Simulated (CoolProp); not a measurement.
Vapour-liquid equilibrium of n-hexane (1) + cyclohexane (2) at 398.6 K; x and y are mole fractions of (1).

Values from CoolProp's multi-fluid Helmholtz-energy mixture model, Thol 2019 and Zhou 2014; pair parameters Bell 2016.

```csv
x,bubble pressure (bar),y at the bubble point,dew pressure at overall composition x (bar),liquid density (mol/L)
0.05,3.350,0.070,3.328,7.893
0.15,3.500,0.198,3.443,7.714
0.25,3.640,0.314,3.562,7.541
0.35,3.772,0.421,3.684,7.373
0.45,3.898,0.521,3.809,7.211
0.55,4.019,0.616,3.935,7.054
0.65,4.135,0.706,4.063,6.902
0.75,4.248,0.793,4.192,6.755
0.85,4.359,0.878,4.323,6.612
0.95,4.467,0.960,4.454,6.473
```

No azeotrope shows between x = 0.05 and 0.95.

Pair parameters are fitted to limited data, so mixtures are less certain than the pure fluids.
